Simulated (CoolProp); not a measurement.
Ethylene at 298.15 K and 5.53 MPa is throttled through a valve to 3.36 MPa with no heat exchange. Each further row changes one setting.

Values from CoolProp's reference Helmholtz-energy equation of state, Smukala 2000.

```json
[
 {"case": "as stated", "temperature change (K)": "-28.2", "final density (kg/m³)": "64.9"},
 {"case": "outlet pressure 1.01 MPa", "temperature change (K)": "-72.2", "final density (kg/m³)": "17.8"},
 {"case": "outlet pressure 4.37 MPa", "temperature change (K)": "-13.8", "final density (kg/m³)": "86.4"}
]
```
